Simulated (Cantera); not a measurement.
An adiabatic, constant-pressure homogeneous reactor starts with H2 : O2 : N2 = 1 : 0.5 : 1.88 (molar parts), equivalence ratio 1.0, at 1273 K and 10.0 bar. Integrator tolerance rtol = 1e-08.

Computed with Cantera and the H2/O2 subset of GRI-Mech 3.0, which has no nitrogen chemistry. The hydrogen kinetics of GRI-Mech 3.0 are dated; newer H2 mechanisms differ, most at raised pressure.

Task: What does this change do: pressure from 10.0 bar to 1.30 bar?

Result: 
```csv
quantity,before,after
time of steepest temperature rise,7.35 µs,24.6 µs
temperature at 0.100 s,2963 K,2808 K
equilibrium temperature,2963 K,2808 K
x(H2) at 0.100 s,0.0337 (gas-phase equilibrium 0.0337),0.0428 (gas-phase equilibrium 0.0428)
x(O2) at 0.100 s,0.0115 (gas-phase equilibrium 0.0115),0.0154 (gas-phase equilibrium 0.0154)
x(H2O2) at 0.100 s,1.60e-6 (gas-phase equilibrium 1.60e-6),4.82e-7 (gas-phase equilibrium 4.82e-7)
x(H2O) at 0.100 s,0.288 (gas-phase equilibrium 0.288),0.268 (gas-phase equilibrium 0.268)
x(O) at 0.100 s,0.00340 (gas-phase equilibrium 0.00340),0.00612 (gas-phase equilibrium 0.00612)
x(H) at 0.100 s,0.00822 (gas-phase equilibrium 0.00822),0.0154 (gas-phase equilibrium 0.0154)
x(HO2) at 0.100 s,1.35e-5 (gas-phase equilibrium 1.35e-5),7.18e-6 (gas-phase equilibrium 7.18e-6)
```

Task: What does this change do: N2 1.88 to 5.1 parts?

Result: 
| quantity | before | after |
|---|---|---|
| time of steepest temperature rise | 7.35 µs | 13.4 µs |
| temperature at 0.100 s | 2963 K | 2322 K |
| equilibrium temperature | 2963 K | 2322 K |
| x(H2) at 0.100 s | 0.0337 (gas-phase equilibrium 0.0337) | 0.00333 (gas-phase equilibrium 0.00333) |
| x(O2) at 0.100 s | 0.0115 (gas-phase equilibrium 0.0115) | 0.00129 (gas-phase equilibrium 0.00129) |
| x(H2O2) at 0.100 s | 1.60e-6 (gas-phase equilibrium 1.60e-6) | 8.45e-8 (gas-phase equilibrium 8.45e-8) |
| x(H2O) at 0.100 s | 0.288 (gas-phase equilibrium 0.288) | 0.159 (gas-phase equilibrium 0.159) |
| x(O) at 0.100 s | 0.00340 (gas-phase equilibrium 0.00340) | 6.44e-5 (gas-phase equilibrium 6.44e-5) |
| x(H) at 0.100 s | 0.00822 (gas-phase equilibrium 0.00822) | 0.000199 (gas-phase equilibrium 0.000199) |
| x(HO2) at 0.100 s | 1.35e-5 (gas-phase equilibrium 1.35e-5) | 4.27e-7 (gas-phase equilibrium 4.27e-7) |
